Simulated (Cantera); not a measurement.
Charge: 1 mol Al, a varied amount of HCl, at 748 K and 0.100 bar.

Method: chemical equilibrium by Gibbs-energy minimisation in Cantera with the NASA 1993 tables (ideal gas, pure condensed phases). Candidate condensed phases: Al, AlCl3; 12 gas species. Rates play no part.

Q: Which condensed phases are stable at each of these points (n(HCl) (mol)): 1.5, 2.1, 2.9, 4.1, 5.7, 7.9, 11?

A: 
| n(HCl) (mol) | condensed phases | Al condensed (%) |
|---|---|---|
| 1.5 | Al(s) | 50.0 |
| 2.1 | Al(s) | 30.0 |
| 2.9 | Al(s) | 3.3 |
| 4.1 | gas only | 0.0 |
| 5.7 | gas only | 0.0 |
| 7.9 | gas only | 0.0 |
| 11 | gas only | 0.0 |

From 1.5 mol HCl to 2.9 mol HCl the condensed part is Al(s). From 4.1 mol HCl to 11 mol HCl nothing is condensed.
